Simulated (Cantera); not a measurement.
Charge: 1 mol borazine, a varied amount of H₂, held at 1848.15 K and 0.0540 bar.

Points: n(H2) (mol) = 7.4, 30, 53, 76, 100, 120, 150, 170, 190.

Cantera's Mixture.equilibrate('TP', solver="vcs", rtol=1e-11, max_steps=5000) on the NASA tables stopped like this:

```
ERROR: FAILURE its = 5001!

*******************************************************************************
CanteraError thrown by MultiPhase::equilibrate:
VCS solver failed. Return code: -1
*******************************************************************************
```

### Question
What got this run through?

### Answer
This is not unique; one that fits is The failure is numerical, not chemical. The same input converged with solver="gibbs", rtol=1e-10, max_steps=50000, and the result passed a check of the equilibrium conditions:
```
log10 of partial pressures in bar; condensed amounts in mol
     n(H2)        H2         H        N2       BH2       BH3      B(b)     BN(s)
       7.4    -1.269    -3.909    -4.995    -5.009    -6.535  0.001953     2.996
        30    -1.269    -3.909    -4.995    -5.009    -6.535  0.006196     2.988
        53    -1.269    -3.909    -4.995    -5.009    -6.535   0.01051     2.979
        76    -1.269    -3.909    -4.995    -5.009    -6.535   0.01483      2.97
       100    -1.269    -3.909    -4.995    -5.009    -6.535   0.01934     2.961
       120    -1.269    -3.909    -4.995    -5.009    -6.535   0.02309     2.954
       150    -1.269    -3.909    -4.995    -5.009    -6.535   0.02872     2.943
       170    -1.269    -3.909    -4.995    -5.009    -6.535   0.03248     2.935
       190    -1.269    -3.909    -4.995    -5.009    -6.535   0.03623     2.928
```

The gas is ideal and each condensed phase is pure. The feed counts by its element totals alone. Mutual solubility and eutectic melting of coexisting phases are not modelled. The tables' values for BH2 are old estimates; treat these amounts as uncertain.
